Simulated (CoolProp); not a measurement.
Vapour-liquid equilibrium of methanol (1) + toluene (2) at 2.8 bar; x and y are mole fractions of (1).

The numbers come from the multi-fluid Helmholtz-energy mixture model, de Reuck 1993 and Lemmon 2006; pair parameters Bell 2016 in CoolProp.

```
x     bubble temperature, mixture model (°C)  bubble temperature, Raoult's law (°C)  y, mixture model  y, Raoult's law
----  --------------------------------------  -------------------------------------  ----------------  ---------------
0.05                                   124.2                                  142.8                 ?            0.209
0.2                                    101.8                                  126.8                 ?            0.551
0.35                                       ?                                  116.4             0.771            0.723
0.5                                        ?                                  108.8                 ?            0.828
0.65                                    95.1                                  102.9             0.812            0.899
0.8                                        ?                                   98.0                 ?            0.950
0.95                                       ?                                   94.0             0.956            0.989
```

Task: What belongs in the gaps?

Result: 
- 0.05, y, mixture model: 0.471
- 0.2, y, mixture model: 0.731
- 0.35, bubble temperature, mixture model (°C): 97.8
- 0.5, bubble temperature, mixture model (°C): 96.4
- 0.5, y, mixture model: 0.788
- 0.8, bubble temperature, mixture model (°C): 93.8
- 0.8, y, mixture model: 0.862
- 0.95, bubble temperature, mixture model (°C): 92.9

The largest gap from Raoult's law is -25.0 K in bubble temperature, at x = 0.2. No azeotrope shows between x = 0.05 and 0.95.

Pair parameters are fitted to limited data, so mixtures are less certain than the pure fluids. With so large a gap from Raoult's law the liquid may split in two, which this calculation doesn't test in full.
